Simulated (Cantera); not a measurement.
# N2O furnace oxynitridation

An isothermal, constant-pressure homogeneous reactor starts with 86.4 % N2O, 13.6 % N2, at 1300 K and 0.0180 bar.

Cantera simulation using GRI-Mech 3.0 (53 species, 325 reactions); the numbers are that mechanism's predictions, not measurements. GRI-Mech 3.0 was tuned for natural gas; its chemistry of N2O as a main component is partial and can be far from experiment. Radical loss at walls, strong at low pressure, is not modelled. The mechanism lacks the step 2 NO + O2 → 2 NO2, which can matter for NO2 below about 1400 K. The temperature is held fixed by assumption; the heat of reaction is taken as removed at once.

| t (s) | x N2O | x O2 | x O | x NO | x N2 |
|---|---|---|---|---|---|
| 3.00e-5 | 0.864 | 3.68e-8 | 7.82e-7 | 1.28e-8 | 0.136 |
| 0.000120 | 0.864 | 5.32e-7 | 2.68e-6 | 1.86e-7 | 0.136 |
| 0.000482 | 0.864 | 5.94e-6 | 6.29e-6 | 2.07e-6 | 0.136 |
| 0.00193 | 0.863 | 3.88e-5 | 7.63e-6 | 1.35e-5 | 0.136 |
| 0.00775 | 0.863 | 0.000175 | 7.64e-6 | 6.10e-5 | 0.137 |
| 0.0311 | 0.861 | 0.000720 | 7.64e-6 | 0.000251 | 0.138 |
| 0.124 | 0.854 | 0.00289 | 7.64e-6 | 0.00101 | 0.142 |
| 0.499 | 0.825 | 0.0113 | 7.64e-6 | 0.00396 | 0.159 |
| 2.00 | 0.723 | 0.0418 | 7.63e-6 | 0.0146 | 0.221 |
x: mole fraction; the columns are a selection and need not sum to one.

Equilibrium at this temperature and pressure: N2O 3.76e-9, O2 0.301, O 7.29e-7, NO 0.000449, N2 0.698 (gas phase only).
